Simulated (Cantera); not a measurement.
**Thermodynamics of silicon epitaxy and polysilicon growth, feed Si₂Cl₆ + H₂ + HCl**

Input: 1 mol Si₂Cl₆, a varied amount of H₂, 0.046 mol HCl, held at 1298 K and 1 atm.

Equilibrium computed with Cantera from the NASA thermochemical tables; the gas is ideal and each condensed phase is pure. Candidate condensed phases: Si; 19 gas species. The feed counts by its element totals alone. The tables' values for SiCl₃ are old estimates; treat these amounts as uncertain. Rates play no part.

From 16 mol H₂ to 880 mol H₂ the condensed part is Si(s). The main Si-bearing gas is SiCl₄ at 16 mol H₂ and SiCl₂ at 880 mol H₂. The share of Si in condensed phases is highest at 880 mol H₂ (92.0 %) and lowest at 16 mol H₂ (24.5 %).

```json
[
 {"n(H₂) (mol)": "16", "log p H₂": "-0.06", "log p HCl": "-1.21", "log p SiCl₄": "-1.41", "log p SiHCl₃": "-1.61", "log p SiCl₂": "-1.93", "log p SiCl₃": "-2.06", "log p SiH₂Cl₂": "-2.66", "n Si(s)": "0.490"},
 {"n(H₂) (mol)": "30", "log p H₂": "-0.04", "log p HCl": "-1.29", "log p SiCl₄": "-1.77", "log p SiHCl₃": "-1.87", "log p SiCl₂": "-2.12", "log p SiCl₃": "-2.33", "log p SiH₂Cl₂": "-2.81", "n Si(s)": "0.604"},
 {"n(H₂) (mol)": "60", "log p H₂": "-0.02", "log p HCl": "-1.40", "log p SiCl₄": "-2.24", "log p SiHCl₃": "-2.21", "log p SiCl₂": "-2.35", "log p SiCl₃": "-2.68", "log p SiH₂Cl₂": "-3.03", "n Si(s)": "0.809"},
 {"n(H₂) (mol)": "120", "log p H₂": "-0.01", "log p HCl": "-1.54", "log p SiCl₄": "-2.82", "log p SiHCl₃": "-2.64", "log p SiCl₂": "-2.64", "log p SiCl₃": "-3.12", "log p SiH₂Cl₂": "-3.31", "n Si(s)": "1.10"},
 {"n(H₂) (mol)": "230", "log p H₂": "0.00", "log p HCl": "-1.71", "log p SiCl₄": "-3.51", "log p SiHCl₃": "-3.15", "log p SiCl₂": "-2.98", "log p SiCl₃": "-3.63", "log p SiH₂Cl₂": "-3.65", "n Si(s)": "1.42"},
 {"n(H₂) (mol)": "450", "log p H₂": "0.00", "log p HCl": "-1.93", "log p SiCl₄": "-4.40", "log p SiHCl₃": "-3.82", "log p SiCl₂": "-3.43", "log p SiCl₃": "-4.30", "log p SiH₂Cl₂": "-4.09", "n Si(s)": "1.68"},
 {"n(H₂) (mol)": "880", "log p H₂": "0.00", "log p HCl": "-2.18", "log p SiCl₄": "-5.44", "log p SiHCl₃": "-4.59", "log p SiCl₂": "-3.95", "log p SiCl₃": "-5.08", "log p SiH₂Cl₂": "-4.60", "n Si(s)": "1.84"}
]
```
log p: log10 of the partial pressure in bar; n: condensed amount in mol.
